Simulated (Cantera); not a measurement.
# Thermodynamics of silicon epitaxy and polysilicon growth, feed SiH4 + H2 + HCl

A closed system holds: 1 mol SiH4, a varied amount of H2, 0.58 mol HCl, at 1200 °C and 133 Pa.

Equilibrium computed with Cantera from the NASA thermochemical tables; the gas is ideal and each condensed phase is pure. Candidate condensed phases: Si; 19 gas species. Rates play no part.

```
n(H2) (mol)  log p H2  log p HCl  log p SiCl2  log p H  log p Cl  log p SiCl3  n Si(s)
-----------  --------  ---------  -----------  -------  --------  -----------  -------
15              -2.89      -4.43        -5.47    -6.34     -7.97        -7.98    0.955
21              -2.89      -4.54        -5.70    -6.34     -8.09        -8.32    0.964
28              -2.88      -4.64        -5.90    -6.34     -8.19        -8.63    0.971
38              -2.88      -4.76        -6.13    -6.34     -8.30        -8.97    0.977
52              -2.88      -4.88        -6.37    -6.34     -8.42        -9.34    0.982
70              -2.88      -4.99        -6.61    -6.34     -8.54        -9.69    0.986
95              -2.88      -5.12        -6.86    -6.34     -8.67       -10.06    0.989
130             -2.88      -5.25        -7.12    -6.34     -8.80       -10.45    0.992
170             -2.88      -5.36        -7.34    -6.34     -8.91       -10.79    0.993
240             -2.88      -5.50        -7.63    -6.34     -9.05       -11.22    0.994
```
log p: log10 of the partial pressure in bar; n: condensed amount in mol.

From 15 mol H2 to 240 mol H2 the condensed part is Si(s). The main Si-bearing gas is SiCl2 throughout. The share of Si in condensed phases is highest at 240 mol H2 (99.4 %) and lowest at 15 mol H2 (95.5 %).
